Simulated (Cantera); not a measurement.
**Catalytic combustion on Pt**

An isothermal plug-flow reactor at 723 K and 3.30 bar (inlet), inlet velocity 0.42 m/s, active area per volume 140 1/m; feed 0.746 % H2, 9.95 % O2, 89.3 % N2, equivalence ratio 0.037.

Computed with Cantera and Deutschmann's 1995 Pt surface mechanism with GRI-Mech 3.0 gas chemistry. Catalytic surfaces can have several steady states; this one follows from the mechanism file's or the stated starting coverage. Mass transfer to the wall is taken as infinitely fast.

```tsv
z (m)	x H2	x O2	x H2O	θ free Pt	θ O*	θ OH*
0.00075	0.00351	0.0977	0.00396	0.0660	0.928	0.00555
0.0014	0.00239	0.0972	0.00509	0.0456	0.949	0.00494
0.0028	0.00141	0.0967	0.00608	0.0277	0.968	0.00407
0.0054	0.000772	0.0965	0.00671	0.0169	0.980	0.00329
0.01	0.000394	0.0963	0.00709	0.0112	0.986	0.00273
0.02	0.000144	0.0962	0.00734	0.00811	0.990	0.00235
0.039	3.15e-5	0.0961	0.00746	0.00696	0.991	0.00219
0.075	2.24e-6	0.0961	0.00749	0.00669	0.991	0.00215
```
x: gas mole fraction; θ: surface coverage.
